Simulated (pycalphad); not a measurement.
All values are pycalphad results on the COST 507 light-alloy database (1999) (1 atm), not direct measurements. The database dates from 1999; later assessments differ in places, in temperatures and in the compounds included. Kinetics are ignored, which matters at the lower temperatures.

Question: How does the equilibrium phase assembly of Al-0.37Mn-0.21Si (at.%) change on cooling from 1850 K to 500 K?

Answer: 
```tsv
T (K)	phases above	phases below
931.3	LIQUID	FCC_A1 + LIQUID
920.2	FCC_A1 + LIQUID	ALMNSI_ALPHA + FCC_A1 + LIQUID
919.7	ALMNSI_ALPHA + FCC_A1 + LIQUID	ALMNSI_ALPHA + FCC_A1
```
Changes were sought between steps of 25 K, so a narrower field can be missed.

Database names, with the compositions (at.%) that they take in these runs: ALMNSI_ALPHA: Al 73 Mn 17 Si 9. FCC_A1 is fcc.
